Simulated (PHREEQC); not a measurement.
Solution A (0.53 mol H2SO4, 0.024 mol K2SO4 and 0.073 mol MgCl2 per kg of water) is mixed with solution B (0.18 mol/kgw Na2SO4 and 0.0013 mol/kgw H4SiO4) at 73 °C; shares are by mass of water, 1 kg in all. No CO2 enters from the air. The run lets Arcanite, Bischofite, Bloedite, Brucite, Carnallite, Epsomite, Glaserite, Halite, Hexahydrite, Kainite, Kieserite, Leonite, Mirabilite, Misenite, Schoenite, SiO2(a), Sylvite, Thenardite, MgCl2_4H2O precipitate or redissolve, and no other solid.

Model: Pitzer model, pitzer.dat, run in PHREEQC.

```csv
share of solution B,pH,HSO4- (mol/kgw),SO4-2 (mol/kgw)
0,0.32,0.500,0.0535
0.1,0.39,0.466,0.0506
0.2,0.47,0.431,0.0481
0.3,0.56,0.396,0.0462
0.4,0.66,0.359,0.0453
0.5,[?],0.321,0.0461
0.6,[?],0.280,[?]
0.7,1.21,0.232,[?]
0.8,1.56,[?],[?]
0.9,2.06,0.0909,0.127
1,6.53,4.67e-6,0.180
```

Q: What belongs in the gaps?

A: 
- 0.5, pH: 0.80
- 0.6, pH: 0.97
- 0.6, SO4-2 (mol/kgw): 0.0499
- 0.7, SO4-2 (mol/kgw): 0.0603
- 0.8, HSO4- (mol/kgw): 0.170
- 0.8, SO4-2 (mol/kgw): 0.0845

Away from 25 °C the constants follow the database's enthalpies or fits; those with neither stay at their 25 °C values.
